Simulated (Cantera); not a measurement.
Feed: 1 mol Si, 0.0076 mol O2, 840 mol H2, held at 12.0 Torr.

Cantera equilibrium calculation (NASA polynomials, part measured and part estimated; ideal gas, pure solids and liquids). Candidate condensed phases: H2O, Si, SiO2; 18 gas species. Gases not in the tables: Si2H6 and higher silanes. The numbers say what is thermodynamically allowed, not how fast it happens.

Task: At 1873 K, list the 6 most abundant gas species with their mole fractions, and the condensed phases.

Result: H2 0.994, H 0.00509, Si 0.000551, SiH 6.48e-5, SiH2 4.88e-5, SiO 1.80e-5. Condensed: Si(l).
